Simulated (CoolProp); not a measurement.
The numbers come from the reference Helmholtz-energy equation of state, Platzer 1990 in CoolProp. This equation is an older, rougher fit; its heat capacities, sound speeds and derivatives of the liquid may be far off and weren't checked against measurements.

**Question.** For CF4 (R14), give the phase and the Prandtl number at 242.2 K and 94.1 kPa; 242.2 K and 1380 kPa.

**Answer.** 
- 242.2 K and 94.1 kPa: gas; Prandtl number 0.749
- 242.2 K and 1380 kPa: gas; Prandtl number 0.834

Viscosity comes from a separate model (Huber 2003), an estimate that may be off by 10 % or more. Thermal conductivity comes from a separate model (Huber 2003), an estimate that may be off by 10 % or more.
